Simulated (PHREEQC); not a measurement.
Dissolve 0.0015 mol CO2, 0.014 mol Na2SeO4, 0.0081 mol NaHSO4 and 0.091 mol FeCl3 per kg of water at 25 °C. Closed to the air; pH follows from the charge balance.

The numbers come from PHREEQC with the ion-association model, wateq4f.dat.

Each row changes one thing in this solution. Precipitation was switched off in this run.

| case | pH | ionic strength (mol/kgw) | SeO4-2 (mol/kgw) | HSeO4- (mol/kgw) | SO4-2 (mol/kgw) | HSO4- (mol/kgw) | SI of Mirabilite (Na2SO4:10H2O) | SI of Nahcolite (NaHCO3) |
|---|---|---|---|---|---|---|---|---|
| as made | 1.85 | 0.395 | 0.0112 | 0.00280 | 0.000809 | 0.000365 | -5.83 | -8.33 |
| FeCl3 left out | 2.35 | 0.0597 | 0.0126 | 0.00137 | 0.00617 | 0.00145 | -4.53 | -7.81 |
| FeCl3 from 0.091 to 0.1 mol/kgw | 1.85 | 0.424 | 0.0112 | 0.00284 | 0.000802 | 0.000360 | -5.85 | -8.33 |
| 0.0043 mol/kgw NaHCO3 added | 1.90 | 0.399 | 0.0114 | 0.00256 | 0.000847 | 0.000342 | -5.72 | -7.64 |
| CO2 from 0.0015 to 0.00165 mol/kgw | 1.85 | 0.395 | 0.0112 | 0.00280 | 0.000809 | 0.000365 | -5.83 | -8.29 |
| temperature from 25 to 45 °C | 1.78 | 0.386 | 0.00948 | 0.00453 | 0.000832 | 0.000686 | -6.72 | -8.51 |
| diluted 5-fold with water | 2.17 | 0.0958 | 0.00244 | 0.000360 | 0.000212 | 6.71e-5 | -7.48 | -9.39 |
| CO2 from 0.0015 to 0.015 mol/kgw | 1.85 | 0.395 | 0.0112 | 0.00280 | 0.000809 | 0.000365 | -5.83 | -7.33 |
| 0.0016 mol/kgw HNO3 added | 1.84 | 0.395 | 0.0111 | 0.00289 | 0.000798 | 0.000374 | -5.84 | -8.34 |

Species that the database lacks are ignored. Some of these states are supersaturated (in Hematite (slow to form), Goethite (slow to form), for instance). Away from 25 °C the constants follow the database's enthalpies or fits; those with neither stay at their 25 °C values.
